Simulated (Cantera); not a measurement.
Charge: 1 mol Fe, 1.5 mol CO, 4.4 mol H2, at 1102 °C and 100000 Pa.

These are equilibrium values from Cantera (NASA tables, ideal gas, pure condensed phases), not measurements of a reactor. Candidate condensed phases: C, C6H6, C7H8, C8H18, Fe, Fe(CO)5, FeO, Fe(OH)2, Fe(OH)3, Fe2O3, Fe3O4, H2O; 114 gas species. Rates play no part.

Base state: H2 0.743, CO 0.253, CH4 0.00166, H2O 0.00143, CO2 0.000236 (mole fractions); condensed: Fe(γ).

Task: What changes in the equilibrium state with this change: pressure from 100000 Pa to 200000 Pa?

Result: 
| species | before | after |
|---|---|---|
| H2 | 0.743 | 0.741 |
| CO | 0.253 | 0.252 |
| CH4 | 0.00166 | 0.00331 |
| H2O | 0.00143 | 0.00284 |
| CO2 | 0.000236 | 0.000468 |
| Fe(γ), mol | 1.00 | 1.00 |
